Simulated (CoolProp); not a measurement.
1-butene at several states: Z from the reference equation and from simpler models built on Tc = 419.3 K, pc = 40.06 bar, ω = 0.192; each cubic takes its own stable root.

Model: reference Helmholtz-energy equation of state, Lemmon 2005, in CoolProp. It is a short technical equation, of lower accuracy than the large ones.

```
T (K)  p (bar)   phase  reference
-----  -------  ------  ---------
268.3     1.29  liquid   0.005200
513.3     14.5     gas     0.9340
189.3     8.44  liquid    0.04238
173.3      136  liquid     0.7218
153.6    0.646  liquid   0.003800
357.3     14.8  liquid    0.05552
```

Task: How far does each simpler model (van der Waals, Soave-Redlich-Kwong) lie from the reference over these 6 states: mean and median of the absolute difference, and the worst?

Result: 
- van der Waals: mean 3356.9 %, median 64.3 %, worst +18600.0 % at 268.3 K and 1.29 bar
- Soave-Redlich-Kwong: mean 8.3 %, median 9.2 %, worst +12.7 % at 357.3 K and 14.8 bar

At some of these states van der Waals gives the other phase, because its saturation line lies elsewhere.
